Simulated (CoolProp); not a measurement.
R1224YDZ at 293.15 K and 0.0285 MPa is throttled through a valve to 0.00105 MPa with no heat exchange. Each further row changes one setting.

Model: reference Helmholtz-energy equation of state, Akasaka 2023, in CoolProp.

```
case                          temperature change (K)  final density (kg/m³)
----------------------------  ----------------------  ---------------------
as stated                                       -1.1                      ?
outlet pressure 0.000315 MPa                       ?                      ?
outlet pressure 0.00136 MPa                     -1.1                      ?
```

Problem. Fill in the missing entries.

Solution. 
- as stated, final density (kg/m³): 0.0642
- outlet pressure 0.000315 MPa, temperature change (K): -1.2
- outlet pressure 0.000315 MPa, final density (kg/m³): 0.0193
- outlet pressure 0.00136 MPa, final density (kg/m³): 0.0832
